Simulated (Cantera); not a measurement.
Feed: 1 mol C2F6, 0.3 mol CH4, 0.65 mol H2, equilibrated at 1600 K and 0.100 bar.

Cantera equilibrium calculation (NASA polynomials, part measured and part estimated; ideal gas, pure solids and liquids). Candidate condensed phases: C, C6H6, C7H8, C8H18; 95 gas species. The feed counts by its element totals alone. Gases not in the tables: C2F6 and larger saturated fluorocarbons. Rates play no part.

Base state: HF 0.741, CF4 0.259, CF2 0.000278, CF3 6.30e-5, F 3.87e-5 (mole fractions); condensed: C(graphite).

What changes in the equilibrium state with this change: CH4 from 0.3 to 0.64 mol?


```csv
species,before,after
HF,0.741,0.878
CF4,0.259,0.122
CF2,0.000278,0.000191
CF3,6.30e-5,3.57e-5
F,3.87e-5,3.20e-5
"C(graphite), mol",1.42,2.10
```
